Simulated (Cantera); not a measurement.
A freely propagating, adiabatic, planar premixed flame of 9.84 % CH₄, 0.305 % C₂H₆, 18.9 % O₂, 71.0 % N₂, equivalence ratio 1.1, unburnt at 575 K and 0.910 bar; mixture-averaged transport, grid criteria slope 0.08 and curve 0.16, no radiation.

Cantera simulation using GRI-Mech 3.0 (53 species, 325 reactions); the numbers are that mechanism's predictions, not measurements. Burning velocities carry a grid error of a few per cent, more on coarse grids.

x: mole fraction of selected species; z is measured from the peak of heat release.

| z (mm) | T (K) | u (m/s) | x CH₄ | x C₂H₆ | x O₂ | x NO₂ | x C₂H | x H₂ |
|---|---|---|---|---|---|---|---|---|
| -1.08 | 575 | 1.24 | 0.0983 | 0.00305 | 0.189 | <1e-8 | <1e-8 | 0.00109 |
| -0.717 | 576 | 1.24 | 0.0980 | 0.00304 | 0.188 | <1e-8 | <1e-8 | 0.00323 |
| -0.538 | 583 | 1.26 | 0.0972 | 0.00303 | 0.187 | <1e-8 | <1e-8 | 0.00625 |
| -0.359 | 637 | 1.39 | 0.0931 | 0.00301 | 0.183 | 5.88e-8 | <1e-8 | 0.0124 |
| -0.179 | 1027 | 2.28 | 0.0676 | 0.00291 | 0.150 | 6.89e-8 | <1e-8 | 0.0233 |
| -0.0897 | 1446 | 3.25 | 0.0376 | 0.00171 | 0.108 | 2.90e-8 | 1.81e-8 | 0.0289 |
| 0 | ___ | 4.16 | ___ | ___ | ___ | <1e-8 | ___ | 0.0300 |
| 0.0897 | 1998 | 4.54 | ___ | ___ | ___ | <1e-8 | ___ | ___ |
| 0.179 | 2040 | 4.62 | 3.78e-5 | <1e-8 | 0.0184 | <1e-8 | 4.43e-8 | 0.0217 |
| 0.359 | 2078 | 4.69 | 6.45e-8 | <1e-8 | 0.0132 | <1e-8 | <1e-8 | 0.0209 |
| 0.717 | 2126 | 4.77 | <1e-8 | <1e-8 | 0.0110 | <1e-8 | <1e-8 | 0.0205 |
| 1.43 | 2187 | 4.89 | <1e-8 | <1e-8 | 0.00898 | <1e-8 | <1e-8 | 0.0191 |
| 2.87 | 2253 | 5.02 | <1e-8 | <1e-8 | 0.00669 | <1e-8 | <1e-8 | 0.0171 |

What belongs in the gaps?


- 0, T (K): 1832
- 0, x CH₄: 0.00951
- 0, x C₂H₆: 0.000140
- 0, x O₂: 0.0585
- 0, x C₂H: 6.31e-7
- 0.0897, x CH₄: 0.000838
- 0.0897, x C₂H₆: 8.31e-7
- 0.0897, x O₂: 0.0292
- 0.0897, x C₂H: 5.70e-7
- 0.0897, x H₂: 0.0250
